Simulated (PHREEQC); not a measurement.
Consider water at 25 °C with 0.001 mol FeCl3 per kg of water. It is in equilibrium with CO2 at log p = -3.4 (atm). Otherwise closed; pH follows from the charge balance.

Model: ion-association model, phreeqc.dat, run in PHREEQC.

```json
[
 {"quantity": "pH", "before": "3.01", "after": "3.79"},
 {"quantity": "ionic strength (mol/kgw)", "before": "0.00416", "after": "0.000337"},
 {"quantity": "FeOH+2 (mol/kgw)", "before": "0.000641", "after": "3.38e-5"},
 {"quantity": "Fe(OH)2+ (mol/kgw)", "before": "0.000177", "after": "6.52e-5"},
 {"quantity": "Fe+3 (mol/kgw)", "before": "0.000131", "after": "9.31e-7"},
 {"quantity": "Fe(OH)3 (mol/kgw)", "before": "2.18e-8", "after": "5.10e-8"},
 {"quantity": "SI of Goethite (FeOOH)", "before": "+5.90", "after": "+6.27"},
 {"quantity": "SI of Hematite (Fe2O3)", "before": "+13.81", "after": "+14.54"}
]
```

Question: Which change was made?
(A) diluted 100-fold with water
(B) FeCl3 from 0.001 to 0.0001 mol/kgw
(C) temperature from 25 to 45 °C
(D) diluted 2-fold with water
(E) temperature from 25 to 5 °C

Answer: B, FeCl3 from 0.001 to 0.0001 mol/kgw

This is a speciation only: nothing precipitates in the calculation. Some of these states are supersaturated (in Hematite (slow to form), Goethite (slow to form), Fe(OH)3(a), for instance).
